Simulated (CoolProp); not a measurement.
Vapour pressure (MPa) of CH3F (R41): the reference equation beside estimates from Tc = 317.3 K, pc = 5.906 MPa, ω = 0.200. Clausius-Clapeyron is anchored at 254.8 K with a constant enthalpy of vaporisation of 12.98 kJ/mol.

Values from CoolProp's reference Helmholtz-energy equation of state, Lemmon 2006. It is a short technical equation, of lower accuracy than the large ones.

| T (K) | reference | Clausius-Clapeyron | Redlich-Kwong | Soave-Redlich-Kwong |
|---|---|---|---|---|
| 220.5 | 0.3484 | 0.4619 | 0.4858 | 0.3477 |
| 229.1 | 0.4926 | 0.6026 | 0.6676 | 0.4955 |
| 237.6 | 0.6756 | 0.7689 | 0.8904 | 0.6842 |
| 246.2 | 0.9090 | 0.9673 | 1.165 | 0.9253 |
| 254.8 | 1.198 | 1.198 | 1.493 | 1.225 |
| 263.4 | 1.551 | 1.464 | 1.879 | 1.590 |
| 271.9 | 1.972 | 1.762 | 2.324 | 2.024 |
| 280.5 | 2.479 | 2.101 | 2.840 | 2.545 |
| 289.1 | 3.079 | 2.479 | 3.428 | 3.157 |
| 297.7 | 3.786 | 2.898 | 4.092 | 3.868 |
| 306.3 | 4.616 | 3.357 | 4.836 | 4.688 |

Absolute difference from the reference over all 11 rows, mean and median: Clausius-Clapeyron 16.1 and 15.2 %, Redlich-Kwong 21.6 and 21.1 %, Soave-Redlich-Kwong 1.8 and 2.2 %.
